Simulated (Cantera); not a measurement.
Input: 1 mol CuO, 1.7 mol F2, 0.12 mol O2, at 0.100 bar.

These are equilibrium values from Cantera (NASA tables, ideal gas, pure condensed phases), not measurements of a reactor. Candidate condensed phases: Cu, CuF2, CuO, Cu2O; 13 gas species. The numbers say what is thermodynamically allowed, not how fast it happens. All values below are at 1627 °C.

Base state: F 0.469, CuF2 0.316, O2 0.203, CuF 0.0110, O 0.000425, F2 0.000175, FO 3.04e-5 (mole fractions); condensed: gas only.

What changes in the equilibrium state with this change: pressure from 0.100 bar to 1.00 bar?


```
species    before     after
-------  --------  --------
F           0.469     0.461
CuF2        0.316     0.330
O2          0.203     0.205
CuF        0.0110   0.00117
FO2       1.45e-6   1.45e-5
F2       0.000175   0.00169
O        0.000425  0.000135
```
